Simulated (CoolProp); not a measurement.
Vapour-liquid equilibrium of R143a (1) + R1234yf (2) at 206.8 K; x and y are mole fractions of (1).

Model: multi-fluid Helmholtz-energy mixture model, Lemmon and Jacobsen 2000 and Lemmon 2022; pair parameters Bell 2016, in CoolProp.

```
x      bubble pressure (MPa)  y at the bubble point  dew pressure at overall composition x (MPa)  liquid density (mol/L)
-----  ---------------------  ---------------------  -------------------------------------------  ----------------------
0.05                 0.01557                  0.135                                      0.01466                   12.04
0.125                0.01759                  0.291                                      0.01546                   12.21
0.2                  0.01950                  0.412                                          [?]                   12.37
0.275                0.02134                  0.510                                      0.01735                   12.54
0.35                 0.02310                  0.590                                      0.01847                   12.72
0.425                0.02481                  0.659                                      0.01972                   12.90
0.5                  0.02648                  0.719                                      0.02114                   13.09
0.575                0.02812                  0.772                                      0.02274                   13.28
0.65                     [?]                  0.820                                          [?]                   13.48
0.725                0.03133                  0.864                                      0.02666                   13.68
0.8                  0.03292                  0.904                                      0.02904                   13.89
0.875                0.03450                  0.942                                      0.03176                   14.11
0.95                 0.03609                  0.977                                      0.03486                     [?]
```

Question: What belongs in the gaps?

Answer: 
- 0.2, dew pressure at overall composition x (MPa): 0.01636
- 0.65, bubble pressure (MPa): 0.02974
- 0.65, dew pressure at overall composition x (MPa): 0.02457
- 0.95, liquid density (mol/L): 14.33

No azeotrope shows between x = 0.05 and 0.95.

The pair parameters rest on a limited set of measurements; away from them the model extrapolates.
